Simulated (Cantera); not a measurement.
**Ignition delay**

Mixture: 9.71 % CH₄, 17.7 % O₂, 66.4 % N₂, 6.21 % CO₂, equivalence ratio 1.1, at 900 Torr, adiabatic and at constant volume. Ignition delay is the time to a rise of 400 K.

Detailed kinetics in Cantera: GRI-Mech 3.0 (53 species, 325 reactions).

```
T0 (K)  delay (ms)
------  ----------
1048           451
1123           136
1198          45.0
1273          16.1
1348          6.19
1423          2.55
1498          1.13
1573         0.546
1648         0.286
```

The apparent activation energy between 1498 and 1648 K is 190 kJ/mol.
